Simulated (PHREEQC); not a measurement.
Solution (25 °C): 0.0038 mol/kgw NH3, 0.022 mol/kgw NH4HCO3 and 0.26 mol/kgw KF. Closed to the air; pH follows from the charge balance.

Computed with PHREEQC (ion-association model, phreeqc.dat).

Precipitation was switched off in this run.

### Question
Estimate the pH, density, specific conductance.

### Answer
pH 8.57; density 1.011 g/cm³; specific conductance 27500 µS/cm.

### Question
In which forms is N present?

### Answer
NH4+ 89 %, NH3 11 % of the N.

Carbamate, which ammonia and carbonate form, is missing from the database.
